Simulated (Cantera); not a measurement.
A closed system holds: 1 mol S, 2.8 mol O2, equilibrated at 2898.15 K and 0.518 Torr.

These are equilibrium values from Cantera (NASA tables, ideal gas, pure condensed phases), not measurements of a reactor. Candidate condensed phases: S; 10 gas species. The numbers say what is thermodynamically allowed, not how fast it happens.

Base state: O 0.761, S 0.0932, SO 0.0704, O2 0.0642, SO2 0.0115, S2 0.000174 (mole fractions); condensed: gas only.

Task: What changes in the equilibrium state with this change: pressure from 0.518 Torr to 7.50 Torr?

Result: 
```
species    before    after
-------  --------  -------
O           0.761    0.437
O2         0.0642    0.308
SO2        0.0115    0.138
S          0.0932   0.0161
SO         0.0704    0.101
S2       0.000174  7.51e-5
```

Task: What changes in the equilibrium state with this change: O2 from 2.8 to 0.12 mol?

Result: 
| species | before | after |
|---|---|---|
| S | 0.0932 | 0.777 |
| O | 0.761 | 0.117 |
| SO | 0.0704 | 0.0901 |
| O2 | 0.0642 | 0.00151 |
| S2 | 0.000174 | 0.0121 |
| SO2 | 0.0115 | 0.00226 |
| S2O | 1.09e-6 | 1.17e-5 |

Task: What changes in the equilibrium state with this change: pressure from 0.518 Torr to 750 Torr?

Result: 
| species | before | after |
|---|---|---|
| O2 | 0.0642 | 0.596 |
| SO2 | 0.0115 | 0.326 |
| O | 0.761 | 0.0609 |
| S | 0.0932 | 0.000197 |
| SO | 0.0704 | 0.0172 |
| SO3 | 7.73e-8 | 0.000254 |
| S2 | 0.000174 | 1.12e-6 |
